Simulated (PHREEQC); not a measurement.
Make-up at 25 °C: 9.9 mmol/kgw KH2PO4 and 19 mmol/kgw Na2CO3. Closed to the air; pH follows from the charge balance.

Computed with PHREEQC (ion-association model, wateq4f.dat).

| quantity | before | after |
|---|---|---|
| pH | 9.90 | 10.15 |
| HCO3- (mol/kgw) | 0.00995 | 0.0101 |
| HPO4-2 (mol/kgw) | 0.00943 | 0.00927 |
| CO3-2 (mol/kgw) | 0.00690 | 0.0132 |
| NaCO3- (mol/kgw) | 0.00202 | 0.00508 |
| SI of Nahcolite (NaHCO3) | -3.08 | -2.94 |
| SI of Natron (Na2CO3:10H2O) | -4.29 | -3.75 |

**Question.** What was changed between the two runs?
(A) diluted 10-fold with water
(B) Na2CO3 from 0.019 to 0.0285 mol/kgw
(C) KH2PO4 from 0.0099 to 0.0198 mol/kgw
(D) diluted 5-fold with water
(E) diluted 100-fold with water

**Answer.** B, Na2CO3 from 0.019 to 0.0285 mol/kgw

This is a speciation only: nothing precipitates in the calculation. H3PO4, which wateq4f.dat lacks, is added to it with the constant of phreeqc.dat.
